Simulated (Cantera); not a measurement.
Feed: 1 mol HBr, 0.14 mol H2O, held at 3225 K and 0.133 bar.

Cantera equilibrium calculation (NASA polynomials, part measured and part estimated; ideal gas, pure solids and liquids). Candidate condensed phases: Br2, H2O; 12 gas species. Rates play no part.

Base state: Br 0.468, H 0.293, H2 0.127, HBr 0.0421, O 0.0268, H2O 0.0216, OH 0.0194, O2 0.00178 (mole fractions); condensed: gas only.

Q: What changes in the equilibrium state with this change: temperature from 3225 K to 1048 K?

A: 
```csv
species,before,after
HBr,0.0421,0.875
H2O,0.0216,0.123
H2,0.127,0.000979
Br,0.468,0.000681
H,0.293,<1e-9
O,0.0268,<1e-9
OH,0.0194,<1e-9
O2,0.00178,<1e-9
Br2,5.44e-5,0.000639
```
